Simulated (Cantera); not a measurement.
A closed system holds: 1 mol Si, 3.4 mol NF₃, held at 825 °C and 100000 Pa.

Equilibrium computed with Cantera from the NASA thermochemical tables; the gas is ideal and each condensed phase is pure. Candidate condensed phases: Si, Si₃N₄; 16 gas species. Kinetics and transport are ignored.

Base state: F₂ 0.405, N₂ 0.268, SiF₄ 0.162, F 0.152, NF₃ 0.0136, NF₂ 1.24e-5 (mole fractions); condensed: gas only.

What changes in the equilibrium state with this change: NF₃ from 3.4 to 1 mol?


| species | before | after |
|---|---|---|
| SiF₄ | 0.162 | 0.692 |
| N₂ | 0.268 | 0.308 |
| SiF₃ | <1e-9 | 6.83e-5 |
| F₂ | 0.405 | <1e-9 |
| F | 0.152 | <1e-9 |
| NF₃ | 0.0136 | <1e-9 |
| NF₂ | 1.24e-5 | <1e-9 |
| Si₃N₄(s), mol | 0 | 0.0833 |
The tables' values for SiF₃ are old estimates; treat these amounts as uncertain.
